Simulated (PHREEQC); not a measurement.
Solution (78 °C): 0.00072 mol/kgw HF, 5e-05 mol/kgw NaF and 0.00068 mol/kgw H2SiF6. Closed to the air; pH follows from the charge balance.

Equilibrium calculation in PHREEQC: ion-association model, wateq4f.dat.

No solid was allowed to form.

Question: Estimate the pH, ionic strength.

Answer: pH 3.03; ionic strength 0.00103 mol/kgw.

Question: In which forms is F present?

Answer: HF 78 %, F- 20 %, SiF6-2 1.3 %, HF2- 0.7 % of the F.

Saturation is exceeded, for instance for Quartz (slow to form); the values hold only as long as no solid forms. Species that the database lacks are ignored. At this temperature some constants are extrapolated from 25 °C, and those without enthalpy data are left unchanged. SiF6-2 is the database's only silicon fluoride.
